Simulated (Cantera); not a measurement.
A perfectly stirred reactor is fed with 26.3 % CH4, 73.7 % CO2, at 7.40 bar; it is held at 1573 K, and followed from long to short residence time.

Cantera simulation using GRI-Mech 3.0 (53 species, 325 reactions); the numbers are that mechanism's predictions, not measurements.

**Question.** Predict: x(CH4) at τ = 2.60 s; x(CO2) at τ = 2.60 s; x(C2H6) at τ = 2.60 s; x(CH3) at τ = 2.60 s; x(CH4) at τ = 98.0 ms; x(CO2) at τ = 98.0 ms; x(C2H6) at τ = 98.0 ms; x(CH3) at τ = 98.0 ms.

**Answer.** 
```json
{
  "x(CH4) at τ = 2.60 s": "0.0277",
  "x(CO2) at τ = 2.60 s": "0.233",
  "x(C2H6) at τ = 2.60 s": "2.06e-5",
  "x(CH3) at τ = 2.60 s": "2.35e-5",
  "x(CH4) at τ = 98.0 ms": "0.0924",
  "x(CO2) at τ = 98.0 ms": "0.470",
  "x(C2H6) at τ = 98.0 ms": "0.000238",
  "x(CH3) at τ = 98.0 ms": "8.28e-5"
}
```
